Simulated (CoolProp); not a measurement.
200 sccm (0 °C, 1 atm) of nitrogen bubbles through liquid tetrahydrofuran at 317.6 K and leaves saturated at a total pressure of 0.15 MPa (ideal gas phase). Each further row changes one setting.

Model: reference Helmholtz-energy equation of state, Fiedler 2023, in CoolProp.

```tsv
case	vapour pressure (kPa)	mole fraction of vapour	delivery (mg/min)	delivery (sccm)	change of delivery for a bath 1 K warmer (%)
as stated	47.8	…	301	93.5	…
bath temperature 322.6 K	…	…	400	124	…
total pressure 0.3 MPa	47.8	0.159	…	37.9	…
```

Task: Fill in the missing entries.

Result: 
- as stated, mole fraction of vapour: 0.319
- as stated, change of delivery for a bath 1 K warmer (%): 5.7
- bath temperature 322.6 K, vapour pressure (kPa): 57.5
- bath temperature 322.6 K, mole fraction of vapour: 0.383
- bath temperature 322.6 K, change of delivery for a bath 1 K warmer (%): 6.1
- total pressure 0.3 MPa, delivery (mg/min): 122
- total pressure 0.3 MPa, change of delivery for a bath 1 K warmer (%): 4.6
